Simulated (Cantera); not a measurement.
Feed: 1 mol Si3N4, 2.4 mol N2O, 3.2 mol H2, equilibrated at 1802 °C and 0.120 Pa.

Cantera equilibrium calculation (NASA polynomials, part measured and part estimated; ideal gas, pure solids and liquids). Candidate condensed phases: H2O, Si, SiO2, Si2N2O, Si3N4; 35 gas species. Rates play no part.

Base state: H 0.418, N2 0.328, SiO 0.179, Si 0.0448, H2 0.0296 (mole fractions); condensed: gas only.

Problem. What changes in the equilibrium state with this change: temperature from 1802 °C to 850 °C?

Solution. 
| species | before | after |
|---|---|---|
| N2 | 0.328 | 0.500 |
| H2 | 0.0296 | 0.500 |
| SiO | 0.179 | 0.000276 |
| H | 0.418 | 2.76e-5 |
| Si | 0.0448 | <1e-9 |
| SiO2(β-quartz), mol | 0 | 0.599 |
| Si2N2O(s), mol | 0 | 1.20 |
Mutual solubility and eutectic melting of coexisting phases are not modelled.
